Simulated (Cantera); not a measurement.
Mixture: CH4 : H2 : O2 : N2 = 1 : 0.23 : 1.92 : 6.73 (molar parts), at 0.350 bar, adiabatic and at constant pressure. Ignition delay is the time to a rise of 400 K.

Detailed kinetics in Cantera: GRI-Mech 3.0 (53 species, 325 reactions). Below about 1000 K GRI-Mech 3.0 lacks low-temperature oxidation paths. Below about 950 K walls govern HO2 and H2O2 in real vessels.

Question: What does this change do: CH4 1 to 1.3 parts?

Answer: 
```json
[
 {"quantity": "delay at 850 K", "before": "1.77 s", "after": "2.41 s"},
 {"quantity": "delay at 1050 K", "before": "86.0 ms", "after": "0.147 s"},
 {"quantity": "delay at 1250 K", "before": "8.98 ms", "after": "13.8 ms"},
 {"quantity": "delay at 1450 K", "before": "1.50 ms", "after": "1.99 ms"},
 {"quantity": "apparent activation energy between 1350 and 1550 K", "before": "130 kJ/mol", "after": "140 kJ/mol"}
]
```

Question: What does this change do: O2 1.92 to 1.1 parts?

Answer: 
```csv
quantity,before,after
delay at 850 K,1.77 s,3.11 s
delay at 1050 K,86.0 ms,0.212 s
delay at 1250 K,8.98 ms,21.5 ms
delay at 1450 K,1.50 ms,3.05 ms
apparent activation energy between 1350 and 1550 K,130 kJ/mol,150 kJ/mol
```
